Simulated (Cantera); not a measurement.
Feed: 1 mol Cu, 0.2 mol CO, held at 1400 °C and 0.880 bar.

Cantera equilibrium calculation (NASA polynomials, part measured and part estimated; ideal gas, pure solids and liquids). Candidate condensed phases: C, Cu, CuO, Cu2O; 15 gas species. The numbers say what is thermodynamically allowed, not how fast it happens.

Base state: CO 1.000, CO2 0.000150, Cu 0.000126 (mole fractions); condensed: C(graphite) + Cu(l).

Problem. What changes in the equilibrium state with this change: temperature from 1400 °C to 750 °C?

Solution. 
```
species             before   after
----------------  --------  ------
CO                   1.000   0.799
CO2               0.000150   0.201
Cu                0.000126   <1e-9
C(graphite), mol   2.99e-5  0.0335
Cu(l), mol           1.000       0
Cu(s), mol               0    1.00
```
